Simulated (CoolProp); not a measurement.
Values from CoolProp's reference Helmholtz-energy equation of state, Smukala 2000.

Q: For ethylene, give the phase and the cv (kJ/(kg K)), Joule-Thomson coefficient (K/MPa) at 176.85 °C and 0.84 MPa; 176.85 °C and 1.68 MPa; 176.85 °C and 1.96 MPa.

A: 
- 176.85 °C and 0.84 MPa: gas; cv 1.77, Joule-Thomson coefficient 3.53
- 176.85 °C and 1.68 MPa: gas; cv 1.78, Joule-Thomson coefficient 3.51
- 176.85 °C and 1.96 MPa: gas; cv 1.78, Joule-Thomson coefficient 3.50
